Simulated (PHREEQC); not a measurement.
Consider water at 25 °C with 35 mmol/kgw Fe2(SO4)3. Closed to the air; pH follows from the charge balance.

Model: ion-association model, phreeqc.dat, run in PHREEQC.

Each row changes one thing in this solution. This is a speciation only: nothing precipitates in the calculation.

```tsv
case	pH	ionic strength (mol/kgw)	FeOH+2 (mol/kgw)	Fe+3 (mol/kgw)	Fe2(OH)2+4 (mol/kgw)	Fe3(OH)4+5 (mol/kgw)	SI of Fe(OH)3(a) (Fe(OH)3)	SI of Goethite (FeOOH)
as made	2.60	0.124	0.00251	0.00212	0.00138	0.000356	-0.55	+5.34
0.00043 mol/kgw TMAH added	2.61	0.125	0.00255	0.00210	0.00144	0.000387	-0.53	+5.36
Fe2(SO4)3 from 0.035 to 0.0525 mol/kgw	2.54	0.175	0.00287	0.00290	0.00205	0.000569	-0.67	+5.22
Fe2(SO4)3 from 0.035 to 0.0035 mol/kgw	2.90	0.0181	0.00115	0.000367	0.000105	1.31e-5	-0.06	+5.83
diluted 100-fold with water	3.24	0.00300	0.000322	3.71e-5	4.54e-6	2.39e-7	+0.19	+6.08
diluted 10-fold with water	2.90	0.0181	0.00115	0.000367	0.000105	1.31e-5	-0.06	+5.83
Fe2(SO4)3 replaced by FeCl3 at the same molality	2.03	0.164	0.00364	0.0118	0.00323	0.000347	-1.58	+4.31
0.051 mol/kgw HCl added	1.65	0.148	0.000507	0.00392	6.08e-5	3.68e-7	-3.18	+2.71
```

Some of these states are supersaturated (in Hematite (slow to form), Goethite (slow to form), Fe(OH)3(a), for instance). (CH3)4N+ isn't in the database: it is added as a free cation with an ion size of 4 Å.
